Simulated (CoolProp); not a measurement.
C2F6 (R116) along the isobar 2260 kPa: Z from the reference equation and from simpler models built on Tc = 293.0 K, pc = 3048 kPa, ω = 0.257; each cubic takes its own stable root.

Model: reference Helmholtz-energy equation of state, Lemmon 2006, in CoolProp. It is a short technical equation, of lower accuracy than the large ones.

```csv
T (K),phase,reference
267.1,liquid,0.1161
289.7,gas,0.6494
312.2,gas,0.7647
334.8,gas,0.8291
357.3,gas,0.8715
379.9,gas,0.9018
402.4,gas,0.9242
425,gas,0.9414
```

Task: How far does each simpler model (van der Waals, Redlich-Kwong, Soave-Redlich-Kwong) lie from the reference over these 8 states: mean and median of the absolute difference, and the worst?

Result: 
- van der Waals: mean 10.0 %, median 2.9 %, worst +59.4 % at 267.1 K and 2260 kPa
- Redlich-Kwong: mean 3.9 %, median 2.2 %, worst +17.7 % at 267.1 K and 2260 kPa
- Soave-Redlich-Kwong: mean 1.8 %, median 0.4 %, worst +11.8 % at 267.1 K and 2260 kPa
